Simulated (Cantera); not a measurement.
Charge: 1 mol trisilylamine, 0.94 mol N₂, 0.76 mol H₂, held at 1.00 bar.

Equilibrium computed with Cantera from the NASA thermochemical tables; the gas is ideal and each condensed phase is pure. Candidate condensed phases: Si, Si₃N₄; 18 gas species. The feed counts by its element totals alone. Mutual solubility and eutectic melting of coexisting phases are not modelled. The tables' values for SiN are old estimates; treat these amounts as uncertain. Gases not in the tables: Si₂H₆ and higher silanes. The numbers say what is thermodynamically allowed, not how fast it happens.

x: gas mole fraction; n: condensed amount in mol.

```tsv
T (K)	x H₂	x N₂	x H	x SiH₂	x Si	x SiH	x Si₂N	n Si(s)	n Si₃N₄(s)	n Si(l)
1073	1.000	3.45e-10	?	6.77e-10	<1e-12	<1e-12	<1e-12	0.840	0.720	0
1173	1.000	1.21e-8	?	6.81e-9	<1e-12	8.86e-12	<1e-12	0.840	0.720	0
1273	1.000	2.41e-7	?	4.76e-8	1.80e-11	1.74e-10	<1e-12	0.840	0.720	0
1373	1.000	3.07e-6	?	2.51e-7	3.88e-10	2.20e-9	2.00e-12	0.840	0.720	0
1473	1.000	2.76e-5	?	1.05e-6	5.47e-9	1.97e-8	6.04e-11	0.840	0.720	0
1573	1.000	0.000186	?	3.67e-6	5.50e-8	1.32e-7	1.17e-9	0.841	0.720	0
1673	0.999	0.000995	?	1.10e-5	4.18e-7	7.06e-7	1.57e-8	0.848	0.717	0
1773	0.994	0.00563	?	2.45e-5	2.13e-6	2.62e-6	1.27e-7	0	0.705	0.885
1873	0.972	0.0276	?	4.77e-5	8.82e-6	8.10e-6	7.85e-7	0	0.645	1.06
1973	0.884	0.115	?	8.03e-5	3.16e-5	2.15e-5	4.00e-6	0	0.379	1.86
2073	0.783	0.215	?	0.000124	9.97e-5	5.07e-5	1.25e-5	0	0	3.00
```

Question: Some entries are withheld; supply them.

Answer: 
- 1073, x H: 1.40e-8
- 1173, x H: 1.18e-7
- 1273, x H: 7.13e-7
- 1373, x H: 3.33e-6
- 1473, x H: 1.27e-5
- 1573, x H: 4.07e-5
- 1673, x H: 0.000114
- 1773, x H: 0.000284
- 1873, x H: 0.000636
- 1973, x H: 0.00127
- 2073, x H: 0.00233
